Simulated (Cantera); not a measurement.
Charge: 1 mol n-butane, 0.037 mol H2O, equilibrated at 1330 Pa.

Cantera equilibrium calculation (NASA polynomials, part measured and part estimated; ideal gas, pure solids and liquids). Candidate condensed phases: C, C6H6, C7H8, C8H18, H2O; 110 gas species. Rates play no part. All values below are at 877 °C.

Base state: H2 0.992, CO 0.00729, CH4 0.000307 (mole fractions); condensed: C(graphite).

**Question.** What changes in the equilibrium state with this change: pressure from 1330 Pa to 21000 Pa?

**Answer.** 
```
species             before    after
----------------  --------  -------
H2                   0.992    0.988
CO                 0.00729  0.00726
CH4               0.000307  0.00480
H2O                4.52e-6  7.06e-5
C(graphite), mol      3.96     3.94
```
